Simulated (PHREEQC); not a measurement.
1 kg of water holding 0.34 mol/kgw NaCl and 0.18 mol/kgw SrCl2 is evaporated at 30 °C; the solids stay in contact with the brine. No CO2 enters from the air. Solids allowed: Halite. Others were left out.

All values are PHREEQC results (Pitzer model, pitzer.dat), not measurements.

Q: Predict ionic strength at water left (kg) = 0.4563, 0.2533, 0.1711, 0.1407.

A: 
```csv
water left (kg),ionic strength
0.4563,1.93
0.2533,3.47
0.1711,5.14
0.1407,6.26
```
